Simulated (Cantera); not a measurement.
**Fluorocarbon and chlorocarbon gases: C2F6 + HCl**

Input: 1 mol C2F6, 1.7 mol HCl, held at 3225 °C.

Method: chemical equilibrium by Gibbs-energy minimisation in Cantera with the NASA 1993 tables (ideal gas, pure condensed phases). Candidate condensed phases: C, C6H6, C7H8, C8H18; 118 gas species. The feed counts by its element totals alone. The tables' values for CCl are old estimates; treat these amounts as uncertain. The numbers say what is thermodynamically allowed, not how fast it happens.

| P (Pa) | x F | x Cl | x HF | x C | x H | x CF | x CF2 | x C3 | x C2 |
|---|---|---|---|---|---|---|---|---|---|
| 1 | 0.526 | 0.149 | 0.000169 | 0.175 | 0.149 | 8.72e-5 | 1.20e-9 | 6.14e-7 | 0.000115 |
| 10 | 0.526 | 0.150 | 0.00167 | 0.173 | 0.148 | 0.000860 | 1.19e-7 | 5.90e-5 | 0.00112 |
| 100 | 0.524 | 0.155 | 0.0157 | 0.148 | 0.139 | 0.00731 | 1.00e-5 | 0.00367 | 0.00817 |
| 1000 | 0.507 | 0.178 | 0.0924 | 0.0629 | 0.0848 | 0.0302 | 0.000401 | 0.0285 | 0.0149 |
| 10000 | 0.453 | 0.202 | 0.182 | 0.0154 | 0.0187 | 0.0662 | 0.00788 | 0.0420 | 0.00894 |
| 100000 | 0.336 | 0.227 | 0.224 | 0.00286 | 0.00310 | 0.0908 | 0.0801 | 0.0267 | 0.00306 |
x: gas mole fraction; nothing condenses.

From 1.00 Pa to 100000 Pa nothing is condensed. The main C-bearing gas is C at 1.00 Pa and CF at 100000 Pa.
